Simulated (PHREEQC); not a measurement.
Dissolve 0.0047 mol/kgw HF, 0.01 mol/kgw (CH3)4NF and 0.0006 mol/kgw (NH4)2SiF6 at 25 °C. Closed to the air; pH follows from the charge balance.

The numbers come from PHREEQC with the ion-association model, phreeqc.dat.

This is a speciation only: nothing precipitates in the calculation.

Question: Predict the pH.

Answer: pH 3.51.

Question: In which forms is F present?

Answer: F- 56 %, HF 23 %, SiF6-2 20 %, HF2- 1.8 % of the F.

(CH3)4N+ isn't in the database: it is added as a free cation with an ion size of 4 Å. SiF6-2 is the database's only silicon fluoride.
